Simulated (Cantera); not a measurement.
A closed system holds: 1 mol C2H6, a varied amount of CO2, 1.2 mol N2, held at 1925 K and 10000 Pa.

Method: chemical equilibrium by Gibbs-energy minimisation in Cantera with the NASA 1993 tables (ideal gas, pure condensed phases). Candidate condensed phases: C, C6H6, C7H8, C8H18, H2O; 136 gas species. Rates play no part.

**Question.** At 2.6 mol CO2, list the 4 most abundant gas species with their mole fractions, and the condensed phases.

**Answer.** CO 0.503, H2 0.291, N2 0.136, H2O 0.0486. Condensed: gas only.
